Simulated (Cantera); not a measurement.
## Ignition delay

Mixture: 6.80 % CH4, 1.97 % H2, 19.2 % O2, 72.1 % N2, at 1.00 bar, adiabatic and at constant volume. Ignition delay is the time to a rise of 400 K.

Cantera simulation using GRI-Mech 3.0 (53 species, 325 reactions); the numbers are that mechanism's predictions, not measurements. Below about 1000 K GRI-Mech 3.0 lacks low-temperature oxidation paths. Below about 950 K walls govern HO2 and H2O2 in real vessels.

```tsv
T0 (K)	delay (ms)
850	2770
900	317
950	70.5
1000	31.6
1050	18.1
1100	10.9
1150	6.66
```

```
Quantity                                                Result
--------------------------------------------------  ----------
apparent activation energy between 1050 and 1150 K  100 kJ/mol
```
